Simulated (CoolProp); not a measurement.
Properties of n-butane along the isotherm 575 K (Tc = 425.1 K, pc = 37.96 bar, ω = 0.201).

The numbers come from the reference Helmholtz-energy equation of state, Bücker 2006 in CoolProp.

```
p (bar)          phase       Z  cp (kJ/(kg K))  speed of sound (m/s)  isothermal compressibility (1/MPa)  expansivity (1/kK)  fugacity coefficient
-------  -------------  ------  --------------  --------------------  ----------------------------------  ------------------  --------------------
0.3                gas  0.9991           2.830                 294.1                               33.36               1.745                0.9991
0.506              gas  0.9985           2.831                 294.0                               19.79               1.750                0.9985
0.855              gas  0.9975           2.832                 293.7                               11.73               1.757                0.9975
1.44               gas  0.9957           2.834                   [?]                               6.974               1.769                0.9958
2.43               gas  0.9928           2.838                 292.5                               4.145               1.790                0.9928
4.11               gas  0.9878             [?]                 291.3                               2.463               1.826                0.9879
6.93               gas  0.9794           2.854                 289.2                               1.474               1.889                0.9797
11.7               gas  0.9650           2.873                   [?]                              0.8861                 [?]                0.9658
19.7               gas  0.9406             [?]                 279.6                                 [?]               2.207                0.9429
33.3               gas  0.8988           2.978                 269.7                              0.3345               2.612                0.9048
56.2     supercritical  0.8304           3.126                   [?]                              0.2121                 [?]                0.8440
94.9     supercritical  0.7436           3.402                 252.1                              0.1248               4.635                0.7546
```

Problem. Complete the blanks.

Solution. 
- 1.44, speed of sound (m/s): 293.3
- 4.11, cp (kJ/(kg K)): 2.844
- 11.7, speed of sound (m/s): 285.6
- 11.7, expansivity (1/kK): 2.001
- 19.7, cp (kJ/(kg K)): 2.908
- 19.7, isothermal compressibility (1/MPa): 0.5402
- 56.2, speed of sound (m/s): 255.7
- 56.2, expansivity (1/kK): 3.428
